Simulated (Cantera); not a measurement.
Cantera with NASA thermochemical tables; ideal gases at 1 bar, condensed phases pure. Values are per mole of reaction as written; species without (g) are pure solids or liquids, kept so even where they would boil at 1 bar.

SO3(g) + 3 C = 3 CO(g) + S, with ΔH° = 64.2 kJ and ΔS° = 351.3 J/K at 300 K.

### Question
How far is the shortcut ΔG° ≈ ΔH°(300 K) − T·ΔS°(300 K) from the full temperature-dependent value at 450, 550, 650, 750, 850, 950, 1050 K?

### Answer
```
T (K)  shortcut (kJ)  full (kJ)  difference (kJ)  difference in log10 K   condensed phases
-----  -------------  ---------  ---------------  ---------------------  -----------------
450            -93.8      -95.1              1.3                  -0.15  C(graphite), S(l)
550           -129.0     -132.2              3.2                  -0.31  C(graphite), S(l)
650           -164.1     -169.6              5.5                  -0.44  C(graphite), S(l)
750           -199.2     -207.0              7.8                  -0.54  C(graphite), S(l)
850           -234.4     -244.4             10.1                  -0.62  C(graphite), S(l)
950           -269.5     -281.8             12.3                  -0.67  C(graphite), S(l)
1050          -304.6     -319.0             14.4                  -0.72  C(graphite), S(l)
```
The shortcut ignores heat capacities and the phase changes listed.
